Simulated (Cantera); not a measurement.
**Thermodynamics of calcination and drying, feed Ca(OH)₂ + H₂ + CO₂**

Input: 1 mol Ca(OH)₂, 0.057 mol H₂, 0.2 mol CO₂, at 0.0690 bar.

Method: chemical equilibrium by Gibbs-energy minimisation in Cantera with the NASA 1993 tables (ideal gas, pure condensed phases). Candidate condensed phases: C, C₆H₆, C₇H₈, C₈H₁₈, Ca, CaCO₃, CaO, Ca(OH)₂, H₂O; 115 gas species. The numbers say what is thermodynamically allowed, not how fast it happens.

```tsv
T (K)	x H₂O	x H₂	x CO₂	x CO	x OH	n CaCO₃(calcite)	n Ca(OH)₂(s)	n CaO(s)
623	0.778	0.222	9.78e-6	1.31e-7	<1e-12	0.200	0.800	0
823	0.937	0.0533	0.00932	0.000146	<1e-12	0.190	0	0.810
1023	0.801	0.0396	0.153	0.00579	1.67e-10	0	0	1.00
1223	0.805	0.0357	0.149	0.00967	4.40e-8	0	0	1.00
1423	0.809	0.0322	0.146	0.0132	2.47e-6	0	0	1.00
1623	0.811	0.0293	0.143	0.0160	5.22e-5	0	0	1.000
1823	0.813	0.0272	0.141	0.0184	0.000566	0	0	1.000
2023	0.807	0.0276	0.137	0.0218	0.00366	0	0	1.000
```
x: gas mole fraction; n: condensed amount in mol.

At 623 K the condensed part is CaCO₃(calcite) + Ca(OH)₂(s). At 823 K the condensed part is CaCO₃(calcite) + CaO(s). From 1023 K to 2023 K the condensed part is CaO(s).
